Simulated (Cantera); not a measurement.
An adiabatic, constant-pressure homogeneous reactor starts with H2 : O2 : N2 : NO = 1 : 0.227 : 0.855 : 0.0021 (molar parts), at 1775 K and 1.20 bar.

Computed with Cantera and GRI-Mech 3.0 (53 species, 325 reactions).

**Question.** Predict: time of steepest temperature rise; temperature at 0.900 s; equilibrium temperature; x(H2) at 0.900 s; x(O2) at 0.900 s; x(NO) at 0.900 s; x(O) at 0.900 s; x(H2O2) at 0.900 s; x(N2) at 0.900 s.

**Answer.** 
```
Item                                                                  Result
---------------------------------  -----------------------------------------
time of steepest temperature rise                                    5.62 µs
temperature at 0.900 s                                                2877 K
equilibrium temperature                                               2877 K
x(H2) at 0.900 s                         0.268 (gas-phase equilibrium 0.268)
x(O2) at 0.900 s                   0.000486 (gas-phase equilibrium 0.000486)
x(NO) at 0.900 s                     0.00148 (gas-phase equilibrium 0.00148)
x(O) at 0.900 s                      0.00148 (gas-phase equilibrium 0.00148)
x(H2O2) at 0.900 s                   7.62e-8 (gas-phase equilibrium 7.62e-8)
x(N2) at 0.900 s                         0.445 (gas-phase equilibrium 0.445)
```
